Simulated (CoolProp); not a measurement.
Vapour-liquid equilibrium of dimethyl ether (1) + 1-butene (2) at 284.6 K; x and y are mole fractions of (1).

The numbers come from the multi-fluid Helmholtz-energy mixture model, Wu 2011 and Lemmon 2005; pair parameters Bell 2016 in CoolProp.

```tsv
x	bubble pressure, mixture model (kPa)	bubble pressure, Raoult's law (kPa)	y, mixture model	y, Raoult's law
0.05	207.4	202.7	0.112	0.096
0.15	234.8	222.5	0.288	0.264
0.25	259.8	242.4	0.422	0.403
0.35	282.5	262.2	0.530	0.522
0.45	303.2	282.0	0.619	0.624
0.55	322.2	301.9	0.697	0.713
0.65	339.6	321.7	0.767	0.790
0.75	355.7	341.6	0.834	0.859
0.85	370.7	361.4	0.899	0.920
0.95	384.6	381.2	0.965	0.975
```

The largest gap from Raoult's law is +7.7 % in bubble pressure, at x = 0.35. No azeotrope shows between x = 0.05 and 0.95.

Pair parameters are fitted to limited data, so mixtures are less certain than the pure fluids.
